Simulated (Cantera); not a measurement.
## MgO + C + H2 (carbothermic reduction)

A closed system holds: 1 mol MgO, 1.5 mol C, 0.12 mol H2, held at 75000 Pa.

Cantera equilibrium calculation (NASA polynomials, part measured and part estimated; ideal gas, pure solids and liquids). Candidate condensed phases: C, C6H6, C7H8, C8H18, H2O, Mg, MgCO3, MgO, Mg(OH)2; 116 gas species. The tables' values for MgH are old estimates; treat these amounts as uncertain. Rates play no part.

From 1475 K to 1700 K the condensed part is C(graphite) + MgO(s). The main Mg-bearing gas is Mg throughout.

| T (K) | log p H2 | log p CO | log p Mg | log p CH4 | log p MgH | log p H | log p C2H2 (acetylene) | log p H2O | n C(graphite) | n MgO(s) |
|---|---|---|---|---|---|---|---|---|---|---|
| 1475 | -0.13 | -3.30 | -3.30 | -2.79 | -5.36 | -4.95 | -5.30 | -6.11 | 1.50 | 1.000 |
| 1500 | -0.13 | -3.11 | -3.12 | -2.84 | -5.17 | -4.82 | -5.17 | -6.01 | 1.50 | 1.000 |
| 1525 | -0.13 | -2.94 | -2.94 | -2.90 | -4.98 | -4.69 | -5.04 | -5.91 | 1.50 | 1.000 |
| 1550 | -0.13 | -2.77 | -2.77 | -2.95 | -4.80 | -4.57 | -4.92 | -5.81 | 1.50 | 1.000 |
| 1575 | -0.13 | -2.60 | -2.61 | -3.00 | -4.62 | -4.45 | -4.80 | -5.72 | 1.50 | 1.000 |
| 1600 | -0.13 | -2.44 | -2.45 | -3.05 | -4.45 | -4.33 | -4.69 | -5.63 | 1.50 | 0.999 |
| 1625 | -0.13 | -2.29 | -2.29 | -3.10 | -4.29 | -4.22 | -4.58 | -5.54 | 1.50 | 0.999 |
| 1650 | -0.13 | -2.14 | -2.14 | -3.14 | -4.13 | -4.11 | -4.47 | -5.46 | 1.50 | 0.999 |
| 1675 | -0.14 | -1.99 | -2.00 | -3.19 | -3.98 | -4.00 | -4.37 | -5.38 | 1.50 | 0.998 |
| 1700 | -0.14 | -1.85 | -1.85 | -3.24 | -3.83 | -3.90 | -4.28 | -5.31 | 1.50 | 0.998 |
log p: log10 of the partial pressure in bar; n: condensed amount in mol.
